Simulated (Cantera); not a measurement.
Input (Python, Cantera) and output of one run.

```python
import numpy as np
import cantera as ct

gas_names = [...]  # 91 gases of nasa_gas.yaml made of C, Cl, H
cond_names = """
    C(gr) C6H6(L) C7H8(L) C8H18(L),n-octa
""".split()


# ... load() reads the species with a 1 bar reference pressure and builds the phases ...
atoms = {
    'CCl4': {'C': 1, 'CL': 4},
    'H2': {'H': 2},
}
top_T = {'C(gr)': 4500}  # K; cautious upper limits of use, not melting points


# ... equilibrate(T, P, feed) seeds the gas with the atoms and calls Mixture.equilibrate('TP', solver="vcs", rtol=1e-11, max_steps=5000) ...
results = []
feed = {'CCl4': 1, 'H2': 2.8}  # mol
T = 2273  # K
for P in [1, 5.2, 27, 140, 720, 3700, 19000, 100000]:
    mix = equilibrate(T, P, feed)
    results.append((T, P, feed, dict(zip(mix.species_names, mix.species_moles))))

top = {s: max(r[3][s] / sum(r[3][g] for g in gas_names) for r in results) for s in gas_names}
cols = sorted((s for s in top if top[s] > 1e-05), key=lambda s: -top[s])[:8]
seen = [c for c in cond_names if any(r[3].get(c, 0) > 1e-12 for r in results)]
print("log10 of partial pressures in bar; condensed amounts in mol")
print(f"{'P/Pa':>10s}" + "".join(f"{s[:9]:>10s}" for s in cols + seen))
for T, P, feed, n in results:
    ng = sum(n[g] for g in gas_names)
    print(f"{P:10.4g}" + "".join(f"{np.log10(max(n[s] / ng * P / 1e5, 1e-99)):10.3f}" for s in cols)
          + "".join(f"{n.get(c, 0):10.4g}" for c in seen))
```

Result:

```
log10 of partial pressures in bar; condensed amounts in mol
      P/Pa       HCL         H        CL        H2        C3 C2H2,acet         C        C2     C(gr)
         1    -6.387    -5.290    -5.390    -6.430    -7.996    -8.853    -8.270    -9.050    0.9626
       5.2    -5.126    -4.709    -4.709    -5.268    -7.996    -7.691    -8.270    -9.050    0.9874
        27    -4.054    -4.248    -4.098    -4.345    -7.996    -6.769    -8.270    -9.050    0.9904
       140    -3.139    -3.864    -3.568    -3.576    -7.996    -6.000    -8.270    -9.050    0.9915
       720    -2.323    -3.512    -3.104    -2.872    -7.996    -5.295    -8.270    -9.050    0.9924
      3700    -1.559    -3.166    -2.686    -2.180    -7.996    -4.604    -8.270    -9.050     0.993
   1.9e+04    -0.822    -2.818    -2.297    -1.485    -7.996    -3.908    -8.270    -9.050    0.9934
     1e+05    -0.089    -2.462    -1.920    -0.772    -7.996    -3.196    -8.270    -9.050    0.9935
```

Method: chemical equilibrium by Gibbs-energy minimisation in Cantera with the NASA 1993 tables (ideal gas, pure condensed phases).
